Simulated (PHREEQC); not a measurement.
Acid mine or pickling water: speciation

Synthetic water in mg/L, 25 °C, pH 4.07, pe 12.8:

```
constituent  mg/L
-----------  ----
Na           1800
K            98.2
Ca           97.5
Mg           7.22
Cl           1070
S(6) as SO4  2790
Al           47.2
F             5.7
```

Valence states are taken as typed.

The numbers come from PHREEQC with the ion-association model, phreeqc.dat.

No solid was allowed to form.

**Question.** Predict the ionic strength.

**Answer.** ionic strength 0.108 mol/kgw.

**Question.** In which forms is S present?

**Answer.** SO4-2 79 %, NaSO4- 11 %, AlSO4+ 3.5 %, CaSO4 3.0 %, Al(SO4)2- 1.9 % of the S.

Fluoro complexes past AlF4- and FeF3 are missing from the database.
